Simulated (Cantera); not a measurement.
## Stirred combustor or abatement burner

A perfectly stirred reactor is fed with 4.38 % CH4, 6.13 % CO, 16.0 % O2, 60.0 % N2, 13.6 % H2O, at 14.8 atm; it is adiabatic with a 775 K inlet, and is followed from long to short residence time, starting on the burning branch (τ in s: 0.064, 0.029, 0.013, 0.006, 0.0027, 0.0012, 0.00056, 0.00025, 0.00011, 5.2e-05, 2.3e-05, 1.1e-05, 4.8e-06).

Computed with Cantera and GRI-Mech 3.0 (53 species, 325 reactions). The pressure lies above the range GRI-Mech 3.0 was tuned for (to about 10 atm).

```csv
τ (s),T (K),x CH4,x CO,x O2,x H,x OH,x C2H,x CH3
0.064,2121,5.67e-7,0.000499,0.0422,1.35e-5,0.00186,<1e-12,2.01e-7
0.029,2122,1.23e-6,0.000537,0.0424,1.41e-5,0.00188,<1e-12,4.38e-7
0.013,2122,2.69e-6,0.000617,0.0426,1.52e-5,0.00191,<1e-12,9.59e-7
0.0060,2121,5.62e-6,0.000776,0.0428,1.76e-5,0.00196,2.50e-12,2.01e-6
0.0027,2117,1.17e-5,0.00111,0.0430,2.27e-5,0.00206,1.04e-11,4.19e-6
0.0012,2111,2.35e-5,0.00177,0.0433,3.39e-5,0.00223,3.93e-11,8.44e-6
0.00056,2101,4.35e-5,0.00291,0.0439,5.51e-5,0.00248,1.20e-10,1.55e-5
0.00025,2082,8.20e-5,0.00500,0.0451,9.87e-5,0.00280,3.41e-10,2.86e-5
0.00011,2049,0.000161,0.00880,0.0473,0.000179,0.00310,9.01e-10,5.27e-5
5.2e-5,1996,0.000331,0.0153,0.0511,0.000289,0.00310,2.13e-9,9.68e-5
2.3e-5,775,0.0438,0.0613,0.160,<1e-12,<1e-12,<1e-12,7.05e-12
1.1e-5,775,0.0438,0.0613,0.160,<1e-12,<1e-12,<1e-12,3.21e-12
4.8e-6,775,0.0438,0.0613,0.160,<1e-12,<1e-12,<1e-12,1.25e-12
```
x: mole fraction; the columns are a selection and need not sum to one.
